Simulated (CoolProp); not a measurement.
n-octane along the isotherm 620 K: Z from the reference equation and from simpler models built on Tc = 568.7 K, pc = 2.484 MPa, ω = 0.398; each cubic takes its own stable root.

Model: reference Helmholtz-energy equation of state, Beckmüller 2019, in CoolProp.

```json
[
 {"p (MPa)": "0.287", "phase": "gas", "reference": "0.9687"},
 {"p (MPa)": "0.573", "phase": "gas", "reference": "0.9368"},
 {"p (MPa)": "0.86", "phase": "gas", "reference": "0.9038"},
 {"p (MPa)": "1.15", "phase": "gas", "reference": "0.8694"},
 {"p (MPa)": "1.43", "phase": "gas", "reference": "0.8352"},
 {"p (MPa)": "1.72", "phase": "gas", "reference": "0.7985"},
 {"p (MPa)": "2.01", "phase": "gas", "reference": "0.7603"},
 {"p (MPa)": "2.29", "phase": "gas", "reference": "0.7219"},
 {"p (MPa)": "2.58", "phase": "supercritical", "reference": "0.6802"},
 {"p (MPa)": "2.87", "phase": "supercritical", "reference": "0.6365"},
 {"p (MPa)": "3.15", "phase": "supercritical", "reference": "0.5921"},
 {"p (MPa)": "3.44", "phase": "supercritical", "reference": "0.5442"},
 {"p (MPa)": "3.73", "phase": "supercritical", "reference": "0.4957"}
]
```

Question: How far does each simpler model (Redlich-Kwong, Soave-Redlich-Kwong) lie from the reference over these 13 states: mean and median of the absolute difference, and the worst?

Answer: 
- Redlich-Kwong: mean 2.6 %, median 1.1 %, worst -8.3 % at 620 K and 3.73 MPa
- Soave-Redlich-Kwong: mean 2.9 %, median 2.1 %, worst +9.1 % at 620 K and 3.73 MPa
